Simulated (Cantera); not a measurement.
What does this Cantera script print?

```python
import numpy as np
import cantera as ct

gas = ct.Solution("gri30.yaml", transport_model="mixture-averaged")
show = ['NO', 'OH', 'CO2']

rows = []
print(f"{'T/K':>7s}{'rho':>11s}{'cp':>10s}{'mu':>11s}{'lambda':>11s}{'Pr':>7s}" + "".join(f"{'D_' + s:>11s}" for s in show))
for T in [400, 650, 900, 1150, 1400, 1650, 1900, 2150, 2400]:
    gas.TPX = T, 35000, {'NO': 0.46, 'N2O': 0.13}
    Pr = gas.cp_mass * gas.viscosity / gas.thermal_conductivity
    D = [gas.mix_diff_coeffs_mole[gas.species_index(s)] for s in show]
    rows.append([gas.density, gas.cp_mass, gas.viscosity, gas.thermal_conductivity, Pr, *D])
    print(f"{T:7g}{gas.density:11.4e}{gas.cp_mass:10.1f}{gas.viscosity:11.4e}"
          f"{gas.thermal_conductivity:11.4e}{Pr:7.3f}" + "".join(f"{d:11.4e}" for d in D))
print("SI units: kg/m3, J/kg/K, Pa s, W/m/K, m2/s")
```

Output:

```
    T/K        rho        cp         mu     lambda     Pr       D_NO       D_OH      D_CO2
    400 3.4826e-01     990.3 2.2132e-05 3.0730e-02  0.713 7.4765e-05 1.4157e-04 7.0019e-05
    650 2.1431e-01    1075.5 3.1502e-05 4.7345e-02  0.716 1.7499e-04 3.2418e-04 1.6582e-04
    900 1.5478e-01    1146.9 3.9375e-05 6.2707e-02  0.720 3.0484e-04 5.5987e-04 2.9038e-04
   1150 1.2113e-01    1191.8 4.6376e-05 7.6815e-02  0.720 4.6070e-04 8.4262e-04 4.4007e-04
   1400 9.9502e-02    1223.7 5.2789e-05 8.9863e-02  0.719 6.4030e-04 1.1685e-03 6.1260e-04
   1650 8.4426e-02    1248.4 5.8773e-05 1.0203e-01  0.719 8.4203e-04 1.5348e-03 8.0637e-04
   1900 7.3317e-02    1267.0 6.4423e-05 1.1347e-01  0.719 1.0647e-03 1.9391e-03 1.0202e-03
   2150 6.4792e-02    1281.0 6.9804e-05 1.2428e-01  0.719 1.3072e-03 2.3798e-03 1.2532e-03
   2400 5.8043e-02    1291.2 7.4963e-05 1.3458e-01  0.719 1.5690e-03 2.8552e-03 1.5045e-03
SI units: kg/m3, J/kg/K, Pa s, W/m/K, m2/s
```

Cantera simulation using GRI-Mech 3.0 (53 species, 325 reactions); the numbers are that mechanism's predictions, not measurements. The composition is frozen, though it would react at the higher temperatures.
